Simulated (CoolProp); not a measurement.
R236EA along the isobar 0.101 MPa: Z from the reference equation and from simpler models built on Tc = 412.4 K, pc = 3.414 MPa, ω = 0.368; each cubic takes its own stable root.

Model: reference Helmholtz-energy equation of state, Rui 2013, in CoolProp.

```csv
T (K),phase,reference
256.4,liquid,0.004643
268.4,liquid,0.004536
280.3,gas,0.9567
292.3,gas,0.9632
304.3,gas,0.9684
316.3,gas,0.9727
328.2,gas,0.9762
340.2,gas,0.9792
352.2,gas,0.9817
364.1,gas,0.9838
376.1,gas,0.9856
388.1,gas,0.9872
400,gas,0.9885
412,gas,0.9897
```

### Question
How far does each simpler model (van der Waals, Redlich-Kwong, Peng-Robinson) lie from the reference over these 14 states: mean and median of the absolute difference, and the worst?

### Answer
- van der Waals: mean 3019.7 %, median 0.8 %, worst +21410.1 % at 268.4 K and 0.101 MPa
- Redlich-Kwong: mean 1515.3 %, median 0.4 %, worst +21194.1 % at 268.4 K and 0.101 MPa
- Peng-Robinson: mean 0.6 %, median 0.1 %, worst -3.1 % at 268.4 K and 0.101 MPa

At some of these states van der Waals, Redlich-Kwong gives the other phase, because its saturation line lies elsewhere.
